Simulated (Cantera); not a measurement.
Input: 1 mol MgO, 0.43 mol H2, equilibrated at 10.0 mbar.

Equilibrium computed with Cantera from the NASA thermochemical tables; the gas is ideal and each condensed phase is pure. Candidate condensed phases: H2O, Mg, MgO, Mg(OH)2; 15 gas species. The tables' values for MgH are old estimates; treat these amounts as uncertain. Equilibrium is a limit: real reactors are often held back by kinetics, nucleation or transport.

log p: log10 of the partial pressure in bar; n: condensed amount in mol.

```json
[
 {"T (°C)": "1202", "log p H2": "-2.00", "log p Mg": "-5.64", "log p H2O": "-5.64", "log p H": "-5.89", "log p OH": "-11.11", "log p MgOH": "?", "n MgO(s)": "1.000"},
 {"T (°C)": "1302", "log p H2": "-2.00", "log p Mg": "-5.10", "log p H2O": "-5.10", "log p H": "-5.38", "log p OH": "-9.92", "log p MgOH": "?", "n MgO(s)": "1.000"},
 {"T (°C)": "1402", "log p H2": "-2.00", "log p Mg": "-4.62", "log p H2O": "-4.62", "log p H": "-4.94", "log p OH": "-8.87", "log p MgOH": "?", "n MgO(s)": "0.999"},
 {"T (°C)": "1502", "log p H2": "-2.01", "log p Mg": "-4.20", "log p H2O": "-4.20", "log p H": "-4.54", "log p OH": "-7.94", "log p MgOH": "?", "n MgO(s)": "0.997"},
 {"T (°C)": "1602", "log p H2": "-2.02", "log p Mg": "-3.83", "log p H2O": "-3.83", "log p H": "-4.19", "log p OH": "-7.12", "log p MgOH": "?", "n MgO(s)": "0.994"},
 {"T (°C)": "1702", "log p H2": "-2.03", "log p Mg": "-3.50", "log p H2O": "-3.50", "log p H": "-3.88", "log p OH": "-6.37", "log p MgOH": "?", "n MgO(s)": "0.986"},
 {"T (°C)": "1802", "log p H2": "-2.07", "log p Mg": "-3.22", "log p H2O": "-3.22", "log p H": "-3.61", "log p OH": "-5.70", "log p MgOH": "?", "n MgO(s)": "0.972"},
 {"T (°C)": "1902", "log p H2": "-2.13", "log p Mg": "-2.97", "log p H2O": "-2.98", "log p H": "-3.38", "log p OH": "-5.10", "log p MgOH": "?", "n MgO(s)": "0.947"},
 {"T (°C)": "2002", "log p H2": "-2.23", "log p Mg": "-2.77", "log p H2O": "-2.78", "log p H": "-3.18", "log p OH": "-4.54", "log p MgOH": "?", "n MgO(s)": "0.907"}
]
```

What belongs in the gaps?


- 1202, log p MgOH: -9.91
- 1302, log p MgOH: -8.96
- 1402, log p MgOH: -8.13
- 1502, log p MgOH: -7.39
- 1602, log p MgOH: -6.74
- 1702, log p MgOH: -6.16
- 1802, log p MgOH: -5.65
- 1902, log p MgOH: -5.20
- 2002, log p MgOH: -4.82
